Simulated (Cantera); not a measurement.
Equilibrium for silicon epitaxy and polysilicon growth: SiCl4 + Cl2 + N2

Input: 1 mol SiCl4, 0.063 mol Cl2, a varied amount of N2, equilibrated at 1298 K and 63.0 mbar.

Method: chemical equilibrium by Gibbs-energy minimisation in Cantera with the NASA 1993 tables (ideal gas, pure condensed phases). Candidate condensed phases: Si, Si3N4; 13 gas species. The numbers say what is thermodynamically allowed, not how fast it happens.

From 22 mol N2 to 200 mol N2 nothing is condensed. The main Si-bearing gas is SiCl4 throughout.

| n(N2) (mol) | x N2 | x SiCl4 | x Cl | x Cl2 |
|---|---|---|---|---|
| 22 | 0.953 | 0.0433 | 0.00202 | 0.00172 |
| 37 | 0.971 | 0.0262 | 0.00147 | 0.000920 |
| 51 | 0.979 | 0.0192 | 0.00120 | 0.000611 |
| 66 | 0.984 | 0.0149 | 0.00101 | 0.000435 |
| 80 | 0.986 | 0.0123 | 0.000888 | 0.000334 |
| 95 | 0.989 | 0.0104 | 0.000788 | 0.000263 |
| 110 | 0.990 | 0.00900 | 0.000710 | 0.000214 |
| 120 | 0.991 | 0.00825 | 0.000666 | 0.000188 |
| 140 | 0.992 | 0.00708 | 0.000595 | 0.000150 |
| 150 | 0.993 | 0.00662 | 0.000565 | 0.000136 |
| 170 | 0.994 | 0.00584 | 0.000514 | 0.000112 |
| 180 | 0.994 | 0.00552 | 0.000492 | 0.000103 |
| 200 | 0.994 | 0.00497 | 0.000454 | 8.74e-5 |
x: gas mole fraction; nothing condenses.
